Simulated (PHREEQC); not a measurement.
Make-up at 25 °C: 28 mmol/kgw HNO3. It is in equilibrium with CO2 at log p = 0 (atm). Otherwise closed; pH follows from the charge balance.

The numbers come from PHREEQC with the ion-association model, phreeqc.dat.

Each row changes one thing in this solution. This is a speciation only: nothing precipitates in the calculation.

| case | pH | ionic strength (mol/kgw) | (CO2)2 (mol/kgw) | HCO3- (mol/kgw) |
|---|---|---|---|---|
| as made | 1.61 | 0.0280 | 2.09e-5 | 7.12e-7 |
| HNO3 from 0.028 to 0.042 mol/kgw | 1.44 | 0.0420 | 2.08e-5 | 4.96e-7 |
| diluted 2-fold with water | 1.90 | 0.0140 | 2.10e-5 | 1.33e-6 |
| temperature from 25 to 70 °C | 1.61 | 0.0280 | 1.16e-5 | 3.39e-7 |
| HNO3 replaced by Pb(NO3)2 at the same molality | 3.45 | 0.0711 | 2.07e-5 | 5.23e-5 |
| HNO3 from 0.028 to 0.14 mol/kgw | 0.94 | 0.140 | 2.03e-5 | 1.72e-7 |

Away from 25 °C the constants follow the database's enthalpies or fits; those with neither stay at their 25 °C values.
